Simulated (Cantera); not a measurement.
Cantera run, input and output.

```python
import numpy as np
import cantera as ct

gas = ct.Solution("gri30.yaml")
gas.TPX = 475, 500000, {'CH4': 1, 'O2': 1.54, 'N2': 5.78}
flame = ct.FreeFlame(gas, width=0.013)
flame.set_refine_criteria(ratio=3, slope=0.08, curve=0.16)
flame.transport_model = "unity-Lewis-number"
flame.solve(loglevel=0, auto=True)
z, T = flame.grid, flame.T
thick = (T[-1] - T[0]) / np.gradient(T, z).max()
show = ['CH4', 'O2', 'CH2', 'O', 'C2H6', 'CH2O']
print(f"laminar burning velocity  {flame.velocity[0] * 100:.3f} cm/s")
print(f"burnt temperature         {T[-1]:.1f} K")
print(f"thermal thickness         {thick * 1e3:.4f} mm")
print(f"grid points               {len(z)}")
z0 = z[flame.heat_release_rate.argmax()]
print(f"{'z/mm':>9s}{'T/K':>9s}{'u/(m/s)':>9s}" + "".join(f"{s:>11s}" for s in show))
rows = []
for k in (-3, -2, -1.5, -1, -0.5, -0.25, 0, 0.25, 0.5, 1, 2, 4, 8):
    zz = z0 + k * thick
    rows.append([k * thick, np.interp(zz, z, T), np.interp(zz, z, flame.velocity),
                 *(np.interp(zz, z, flame.X[gas.species_index(s)]) for s in show)])
    print(f"{rows[-1][0] * 1e3:9.3f}{rows[-1][1]:9.1f}{rows[-1][2]:9.3f}" + "".join(f"{x:11.3e}" for x in rows[-1][3:]))
```

Output:

```
laminar burning velocity  19.143 cm/s
burnt temperature         2180.9 K
thermal thickness         0.2328 mm
grid points               140
     z/mm      T/K  u/(m/s)        CH4         O2        CH2          O       C2H6       CH2O
   -0.698    476.2    0.192  1.201e-01  1.850e-01  1.866e-19  6.670e-16  1.168e-06  1.306e-06
   -0.466    485.6    0.196  1.195e-01  1.841e-01  1.158e-16  2.143e-13  1.077e-05  1.201e-05
   -0.349    522.0    0.211  1.169e-01  1.805e-01  9.085e-15  6.227e-12  4.796e-05  5.319e-05
   -0.233    695.4    0.282  1.046e-01  1.631e-01  1.274e-12  2.876e-10  2.303e-04  2.493e-04
   -0.116   1221.8    0.504  6.376e-02  1.055e-01  4.630e-09  4.681e-07  7.901e-04  7.443e-04
   -0.058   1628.3    0.682  3.110e-02  5.877e-02  9.623e-07  1.174e-05  7.976e-04  6.782e-04
    0.000   1994.5    0.848  5.710e-03  1.676e-02  2.952e-05  7.452e-05  6.934e-05  2.159e-04
    0.058   2129.9    0.908  4.607e-04  2.526e-03  1.468e-05  8.424e-05  5.522e-07  3.391e-05
    0.116   2157.1    0.919  6.172e-05  4.469e-04  2.254e-06  5.313e-05  9.391e-09  4.680e-06
    0.233   2170.5    0.924  6.563e-06  5.743e-05  1.431e-07  1.993e-05  6.958e-11  3.363e-07
    0.466   2177.3    0.927  9.234e-07  1.305e-05  8.106e-09  6.235e-06  7.061e-13  3.008e-08
    0.931   2180.1    0.928  1.228e-07  5.213e-06  5.211e-10  2.739e-06  9.002e-15  7.390e-09
    1.863   2180.7    0.928  6.737e-09  3.970e-06  2.227e-11  2.159e-06  9.193e-17  5.431e-09
```

Model: GRI-Mech 3.0 (53 species, 325 reactions), integrated in Cantera. Unity Lewis numbers drop preferential diffusion, which matters most where H2 and H carry the flame. Burning velocities carry a grid error of a few per cent, more on coarse grids.
